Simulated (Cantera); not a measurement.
Cantera run:

```python
import numpy as np
import cantera as ct

gas_names = [...]  # 87 gases of nasa_gas.yaml made of C, H, Si
cond_names = """
    C(gr) C6H6(L) C7H8(L) C8H18(L),n-octa Si(cr) Si(L) SiC(b)
""".split()


# ... load() reads the species with a 1 bar reference pressure and builds the phases ...
atoms = {
    'SiC': {'Si': 1, 'C': 1},
    'H2': {'H': 2},
    'Si': {'Si': 1},
}
top_T = {'C(gr)': 4500, 'SiC(b)': 3050}  # K; cautious upper limits of use, not melting points


# ... equilibrate(T, P, feed) seeds the gas with the atoms and calls Mixture.equilibrate('TP', solver="vcs", rtol=1e-11, max_steps=5000) ...
results = []
feed = {'SiC': 1, 'H2': 0.87, 'Si': 0.027}  # mol
T = 1873.15  # K
P = 13332.2  # Pa
mix = equilibrate(T, P, feed)
results.append((T, P, feed, dict(zip(mix.species_names, mix.species_moles))))
print(gas.report(threshold=1e-06))
for i in range(1, mix.n_phases):
    print(f"{mix.phase(i).name:16s} {mix.phase_moles(i):12.5e} mol")
```

It prints:

```
       temperature   1873.2 K
          pressure   13332 Pa
           density   0.0017276 kg/m^3
  mean mol. weight   2.0181 kg/kmol
   phase of matter   gas

                          1 kg             1 kmol
                     ---------------   ---------------
          enthalpy        2.4322e+07        4.9085e+07  J
   internal energy        1.6605e+07        3.3511e+07  J
           entropy        1.0062e+05        2.0306e+05  J/K
    Gibbs function       -1.6415e+08       -3.3128e+08  J
 heat capacity c_p             16717             33737  J/K
 heat capacity c_v             12598             25423  J/K

                      mass frac. Y      mole frac. X     chem. pot. / RT
                     ---------------   ---------------   ---------------
               CH4        2.1371e-05        2.6883e-06           -48.613
                 H        0.00088307          0.001768           -10.645
                H2           0.99706           0.99809           -21.291
                Si        0.00092234        6.6276e-05           -5.5064
               SiH        0.00032465         2.252e-05           -16.152
              SiH2        0.00073093        4.9005e-05           -26.797
              Si2C        3.4514e-05        1.0216e-06           -17.045
     [  +80 minor]        2.7239e-05        1.2751e-06

C(gr)             0.00000e+00 mol
Si(L)             2.68808e-02 mol
SiC(b)            9.99996e-01 mol
```

Cantera equilibrium calculation (NASA polynomials, part measured and part estimated; ideal gas, pure solids and liquids). Mutual solubility and eutectic melting of coexisting phases are not modelled. Gases not in the tables: Si2H6 and higher silanes.
